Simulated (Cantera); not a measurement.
An adiabatic, constant-volume homogeneous reactor starts with CO : H2 : CH4 : O2 : N2 : CO2 = 1 : 1.1 : 0.22 : 2.26 : 8.49 : 1.5 (molar parts), equivalence ratio 0.66, at 1400 K and 1.30 bar. Integrator tolerance rtol = 1e-08.

Computed with Cantera and GRI-Mech 3.0 (53 species, 325 reactions).

Task: What does this change do: initial temperature 1400 to 1525 K?

Result: 
```tsv
quantity	before	after
time of steepest temperature rise	29.9 µs	18.8 µs
temperature at 3.00 s	2593 K	2636 K
equilibrium temperature	2593 K	2636 K
x(CO) at 3.00 s	0.0273 (gas-phase equilibrium 0.0273)	0.0330 (gas-phase equilibrium 0.0330)
x(H2) at 3.00 s	0.00256 (gas-phase equilibrium 0.00256)	0.00310 (gas-phase equilibrium 0.00310)
x(CH4) at 3.00 s	<1e-12 (gas-phase equilibrium <1e-12)	<1e-12 (gas-phase equilibrium <1e-12)
x(O) at 3.00 s	0.00367 (gas-phase equilibrium 0.00367)	0.00466 (gas-phase equilibrium 0.00466)
x(OH) at 3.00 s	0.0115 (gas-phase equilibrium 0.0115)	0.0132 (gas-phase equilibrium 0.0132)
x(C2H6) at 3.00 s	<1e-12 (gas-phase equilibrium <1e-12)	<1e-12 (gas-phase equilibrium <1e-12)
x(CO2) at 3.00 s	0.170 (gas-phase equilibrium 0.170)	0.163 (gas-phase equilibrium 0.163)
```

Task: What does this change do: pressure from 1.30 bar to 1.00 bar?

Result: 
| quantity | before | after |
|---|---|---|
| time of steepest temperature rise | 29.9 µs | 38.0 µs |
| temperature at 3.00 s | 2593 K | 2578 K |
| equilibrium temperature | 2593 K | 2578 K |
| x(CO) at 3.00 s | 0.0273 (gas-phase equilibrium 0.0273) | 0.0286 (gas-phase equilibrium 0.0286) |
| x(H2) at 3.00 s | 0.00256 (gas-phase equilibrium 0.00256) | 0.00271 (gas-phase equilibrium 0.00271) |
| x(CH4) at 3.00 s | <1e-12 (gas-phase equilibrium <1e-12) | <1e-12 (gas-phase equilibrium <1e-12) |
| x(O) at 3.00 s | 0.00367 (gas-phase equilibrium 0.00367) | 0.00394 (gas-phase equilibrium 0.00394) |
| x(OH) at 3.00 s | 0.0115 (gas-phase equilibrium 0.0115) | 0.0118 (gas-phase equilibrium 0.0118) |
| x(C2H6) at 3.00 s | <1e-12 (gas-phase equilibrium <1e-12) | <1e-12 (gas-phase equilibrium <1e-12) |
| x(CO2) at 3.00 s | 0.170 (gas-phase equilibrium 0.170) | 0.168 (gas-phase equilibrium 0.168) |
